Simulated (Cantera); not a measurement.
A closed system holds: 1 mol Fe3O4, 700 mol H2, at 1875 K and 1.33 mbar.

Cantera equilibrium calculation (NASA polynomials, part measured and part estimated; ideal gas, pure solids and liquids). Candidate condensed phases: Fe, FeO, Fe(OH)2, Fe(OH)3, Fe2O3, Fe3O4, H2O; 12 gas species. Kinetics and transport are ignored.

Base state: H2 0.972, H 0.0177, H2O 0.00563, Fe 0.00423 (mole fractions); condensed: gas only.

Question: What changes in the equilibrium state with this change: Fe3O4 replaced by PbS?

Answer: 
```json
[
 {"species": "H2", "before": "0.972", "after": "0.980"},
 {"species": "H", "before": "0.0177", "after": "0.0178"},
 {"species": "Pb", "before": "0", "after": "0.00140"},
 {"species": "H2O", "before": "0.00563", "after": "0"},
 {"species": "Fe", "before": "0.00423", "after": "0"},
 {"species": "SH", "before": "0", "after": "0.000527"},
 {"species": "S", "before": "0", "after": "0.000365"},
 {"species": "H2S", "before": "0", "after": "0.000304"}
]
```
Further candidate phases: Pb, PbS, S.
